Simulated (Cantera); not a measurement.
A perfectly stirred reactor is fed with CH₃OH : O₂ : N₂ : H₂O = 1 : 1.36 : 5.13 : 0.22 (molar parts), at 0.563 atm; it is adiabatic with a 500 K inlet, and is followed from long to short residence time, starting on the burning branch (τ in s: 0.024, 0.013, 0.0074, 0.0041, 0.0023, 0.0013, 0.0007, 0.00039, 0.00022, 0.00012, 6.6e-05, 3.7e-05, 2e-05).

Model: GRI-Mech 3.0 (53 species, 325 reactions), integrated in Cantera. GRI-Mech 3.0 was tuned for natural gas; its chemistry of methanol as a main component is partial and can be far from experiment.

Task: What does this change do: pressure from 0.563 atm to 10.9 atm?

Result: 
```csv
quantity,before,after
"blow-out, bracketed by the residence times tried","burning at 0.120 ms, out at 66.0 µs","burning at 20.0 µs, the shortest tried"
x(CH₃OH) at τ = 24.0 ms,3.24e-6,8.43e-7
x(O₂) at τ = 24.0 ms,0.00615,0.000428
x(H₂O) at τ = 24.0 ms,0.241,0.253
x(CO) at τ = 24.0 ms,0.0316,0.0240
x(H) at τ = 24.0 ms,0.00347,0.000411
x(CH₃OH) at τ = 0.700 ms,5.08e-5,1.32e-5
x(O₂) at τ = 0.700 ms,0.0164,0.00281
x(H₂O) at τ = 0.700 ms,0.221,0.249
x(CO) at τ = 0.700 ms,0.0419,0.0273
x(H) at τ = 0.700 ms,0.0124,0.00119
```
